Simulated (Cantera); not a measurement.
A Cantera script and what it prints.

```python
import numpy as np
import cantera as ct

gas_names = """
    B BCL BCL2 BCL3 BH BH2 BH3 BN B2 CL CL2 H HCL H2 N NH NH2 NH3 N2 N2H2 N2H4
""".split()
cond_names = """
    B(b) B(L) BN(s) NH4CL(a) NH4CL(b)
""".split()


# ... load() reads the species with a 1 bar reference pressure and builds the phases ...
atoms = {
    'BCl3': {'B': 1, 'CL': 3},
    'H2': {'H': 2},
    'N2': {'N': 2},
}
top_T = {'BN(s)': 3200}  # K; cautious upper limits of use, not melting points


# ... equilibrate(T, P, feed) seeds the gas with the atoms and calls Mixture.equilibrate('TP', solver="vcs", rtol=1e-11, max_steps=5000) ...
results = []
feed = {'BCl3': 1, 'H2': 6.3, 'N2': 13}  # mol
P = 1333.22  # Pa
for T in [948, 1023, 1098, 1173, 1248, 1323, 1398, 1473, 1548, 1623, 1698, 1773, 1848]:
    mix = equilibrate(T, P, feed)
    results.append((T, P, feed, dict(zip(mix.species_names, mix.species_moles))))

top = {s: max(r[3][s] / sum(r[3][g] for g in gas_names) for r in results) for s in gas_names}
cols = sorted((s for s in top if top[s] > 1e-05), key=lambda s: -top[s])[:5]
seen = [c for c in cond_names if any(r[3].get(c, 0) > 1e-12 for r in results)]
print("log10 of partial pressures in bar; condensed amounts in mol")
print(f"{'T/K':>10s}" + "".join(f"{s[:9]:>10s}" for s in cols + seen))
for T, P, feed, n in results:
    ng = sum(n[g] for g in gas_names)
    print(f"{T:10.4g}" + "".join(f"{np.log10(max(n[s] / ng * P / 1e5, 1e-99)):10.3f}" for s in cols)
          + "".join(f"{n.get(c, 0):10.4g}" for c in seen))
```

Result:

```
log10 of partial pressures in bar; condensed amounts in mol
       T/K        N2        H2       HCL         H        CL     BN(s)
       948    -2.086    -2.501    -2.705   -10.531   -10.756         1
      1023    -2.086    -2.501    -2.705    -9.634    -9.873         1
      1098    -2.086    -2.501    -2.705    -8.857    -9.109         1
      1173    -2.086    -2.501    -2.705    -8.179    -8.442         1
      1248    -2.086    -2.501    -2.705    -7.581    -7.853         1
      1323    -2.086    -2.501    -2.706    -7.050    -7.331         1
      1398    -2.086    -2.501    -2.706    -6.576    -6.864    0.9999
      1473    -2.086    -2.501    -2.706    -6.149    -6.444    0.9998
      1548    -2.086    -2.501    -2.706    -5.762    -6.064    0.9997
      1623    -2.086    -2.502    -2.706    -5.411    -5.720    0.9993
      1698    -2.086    -2.502    -2.707    -5.091    -5.405    0.9983
      1773    -2.086    -2.502    -2.709    -4.797    -5.118    0.9947
      1848    -2.086    -2.503    -2.713    -4.527    -4.856    0.9834
```

Cantera equilibrium calculation (NASA polynomials, part measured and part estimated; ideal gas, pure solids and liquids). N2 is the only nitrogen source here; it is nearly inert below about 1500 K, so the nitride shown seldom forms there in practice. The tables' values for BCl, BCl2 are old estimates; treat these amounts as uncertain.
